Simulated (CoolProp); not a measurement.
Values from CoolProp's reference Helmholtz-energy equation of state, Lemmon 2016.

**Question.** For R227EA, give the phase and the cv (kJ/(kg K)), speed of sound (m/s), conductivity (mW/(m K)) at -52.45 °C and 101 kPa.

**Answer.** 
- -52.45 °C and 101 kPa: liquid; cv 0.718, speed of sound 740, conductivity 78.9

Thermal conductivity comes from a separate model (Huber 2003), an estimate that may be off by 10 % or more.
